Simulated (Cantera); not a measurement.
## Thermodynamics of aluminium nitride and oxide growth, feed AlCl3 + HCl + N2 + N2O

Feed: 1 mol AlCl3, 4.4 mol HCl, 14 mol N2, 2.5 mol N2O, at 0.143 Torr.

These are equilibrium values from Cantera (NASA tables, ideal gas, pure condensed phases), not measurements of a reactor. Candidate condensed phases: Al, AlCl3, AlN, Al2O3, H2O, NH4Cl; 45 gas species. Condensed phases not in the tables: AlOCl. Rates play no part.

```csv
T (K),x N2,x HCl,x Cl,x Cl2,x O2,x H2O,n Al2O3(s)
975,0.719,0.191,0.00484,0.0634,0.0215,0.000472,0.500
1075,0.714,0.190,0.0189,0.0557,0.0215,0.000269,0.500
1175,0.702,0.187,0.0514,0.0383,0.0211,0.000214,0.500
1275,0.687,0.183,0.0924,0.0166,0.0206,0.000289,0.500
1375,0.679,0.180,0.116,0.00464,0.0202,0.000657,0.500
1475,0.676,0.177,0.124,0.00121,0.0195,0.00169,0.500
1575,0.675,0.172,0.130,0.000358,0.0182,0.00382,0.500
1675,0.673,0.165,0.137,0.000126,0.0162,0.00712,0.500
1775,0.671,0.155,0.146,5.15e-5,0.0135,0.0111,0.500
1875,0.668,0.143,0.156,2.36e-5,0.0106,0.0147,0.500
```
x: gas mole fraction; n: condensed amount in mol.

From 975 K to 1875 K the condensed part is Al2O3(s). The main Al-bearing gas is AlCl3 at 975 K and AlOCl at 1875 K.
